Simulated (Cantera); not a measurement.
Feed: 1 mol SiC, 0.7 mol C, 5.8 mol N₂, held at 3023 K and 1330 Pa.

Cantera equilibrium calculation (NASA polynomials, part measured and part estimated; ideal gas, pure solids and liquids). Candidate condensed phases: C, Si, SiC, Si₃N₄; 20 gas species. The tables' values for SiN are old estimates; treat these amounts as uncertain. The numbers say what is thermodynamically allowed, not how fast it happens.

Base state: N₂ 0.799, Si 0.0778, SiC₂ 0.0609, CN 0.0271, C₃ 0.0250, C 0.00445, C₂ 0.00270, C₂N₂ 0.000736 (mole fractions); condensed: gas only.

Task: What changes in the equilibrium state with this change: temperature from 3023 K to 2173 K?

Result: 
| species | before | after |
|---|---|---|
| N₂ | 0.799 | 0.998 |
| Si | 0.0778 | 0.00209 |
| SiC₂ | 0.0609 | 0.000181 |
| C₃ | 0.0250 | 1.04e-7 |
| CN | 0.0271 | 3.89e-5 |
| C₅ | 0.000435 | <1e-9 |
| C₂ | 0.00270 | 9.05e-9 |
| C₄ | 8.49e-5 | <1e-9 |
| C | 0.00445 | 7.04e-8 |
| CNC | 6.69e-5 | 2.17e-9 |
| C(graphite), mol | 0 | 0.712 |
| SiC(s), mol | 0 | 0.985 |

Task: What changes in the equilibrium state with this change: 0.02 mol H₂ added?

Result: 
| species | before | after |
|---|---|---|
| N₂ | 0.799 | 0.795 |
| Si | 0.0778 | 0.0776 |
| SiC₂ | 0.0609 | 0.0604 |
| H | 0 | 0.00482 |
| HCN | 0 | 0.000573 |
| C₃ | 0.0250 | 0.0247 |
| CN | 0.0271 | 0.0270 |
| HNC | 0 | 0.000110 |
| C₂H | 0 | 5.03e-5 |
| H₂ | 0 | 1.08e-5 |
Further candidate phases: C₆H₆, C₇H₈, C₈H₁₈.

Task: What changes in the equilibrium state with this change: C from 0.7 to 0.37 mol?

Result: 
| species | before | after |
|---|---|---|
| N₂ | 0.799 | 0.810 |
| Si | 0.0778 | 0.0868 |
| SiC₂ | 0.0609 | 0.0533 |
| C₃ | 0.0250 | 0.0173 |
| CN | 0.0271 | 0.0242 |
| C₅ | 0.000435 | 0.000237 |
| C₄ | 8.49e-5 | 5.22e-5 |
